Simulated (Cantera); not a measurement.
What does this Cantera script print?

```python
import numpy as np
import cantera as ct

gas_names = [...]  # 110 gases of nasa_gas.yaml made of C, H, O
cond_names = """
    C(gr) C6H6(L) C7H8(L) C8H18(L),n-octa H2O(s) H2O(L)
""".split()


# ... load() reads the species with a 1 bar reference pressure and builds the phases ...
atoms = {
    'n-butane': {'C': 4, 'H': 10},
    'O2': {'O': 2},
}
top_T = {'C(gr)': 4500}  # K; cautious upper limits of use, not melting points


# ... equilibrate(T, P, feed) seeds the gas with the atoms and calls Mixture.equilibrate('TP', solver="vcs", rtol=1e-11, max_steps=5000) ...
results = []
feed = {'n-butane': 1, 'O2': 0.5}  # mol
P = 340000  # Pa
for T in [998, 1198, 1398, 1598, 1798, 1998, 2198, 2398, 2598, 2798]:
    mix = equilibrate(T, P, feed)
    results.append((T, P, feed, dict(zip(mix.species_names, mix.species_moles))))

top = {s: max(r[3][s] / sum(r[3][g] for g in gas_names) for r in results) for s in gas_names}
cols = sorted((s for s in top if top[s] > 0.001), key=lambda s: -top[s])[:5]
seen = [c for c in cond_names if any(r[3].get(c, 0) > 1e-12 for r in results)]
print("log10 of partial pressures in bar; condensed amounts in mol")
print(f"{'T/K':>10s}" + "".join(f"{s[:9]:>10s}" for s in cols + seen))
for T, P, feed, n in results:
    ng = sum(n[g] for g in gas_names)
    print(f"{T:10.4g}" + "".join(f"{np.log10(max(n[s] / ng * P / 1e5, 1e-99)):10.3f}" for s in cols)
          + "".join(f"{n.get(c, 0):10.4g}" for c in seen))
```

Output:

```
log10 of partial pressures in bar; condensed amounts in mol
       T/K        H2        CO       CH4       H2O         H     C(gr)
       998     0.353    -0.510    -0.305    -0.546    -8.491      2.78
      1198     0.431    -0.265    -0.934    -1.410    -6.506     2.879
      1398     0.446    -0.247    -1.468    -2.223    -5.102     2.952
      1598     0.450    -0.246    -1.884    -2.849    -4.049     2.979
      1798     0.451    -0.246    -2.209    -3.336    -3.228     2.988
      1998     0.451    -0.247    -2.468    -3.723    -2.569     2.987
      2198     0.449    -0.247    -2.679    -4.039    -2.030     2.971
      2398     0.445    -0.248    -2.858    -4.302    -1.580     2.928
      2598     0.436    -0.251    -3.017    -4.530    -1.201     2.838
      2798     0.419    -0.255    -3.170    -4.735    -0.881     2.673
```

Method: chemical equilibrium by Gibbs-energy minimisation in Cantera with the NASA 1993 tables (ideal gas, pure condensed phases).
